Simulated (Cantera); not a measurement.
A freely propagating, adiabatic, planar premixed flame of 8.29 % CH4, 19.3 % O2, 72.4 % N2, unburnt at 548 K and 0.132 atm; mixture-averaged transport, grid criteria slope 0.08 and curve 0.16, no radiation.

Detailed kinetics in Cantera: GRI-Mech 3.0 (53 species, 325 reactions). Burning velocities carry a grid error of a few per cent, more on coarse grids.

**Question.** Predict: laminar burning velocity; thermal thickness; peak x(C2H6); peak x(CH2CO); peak x(CH2O).

**Answer.** 
* **laminar burning velocity**: 149 cm/s
* **thermal thickness**: 2.10 mm
* **peak x(C2H6)**: 0.000778
* **peak x(CH2CO)**: 5.95e-5
* **peak x(CH2O)**: 0.000953
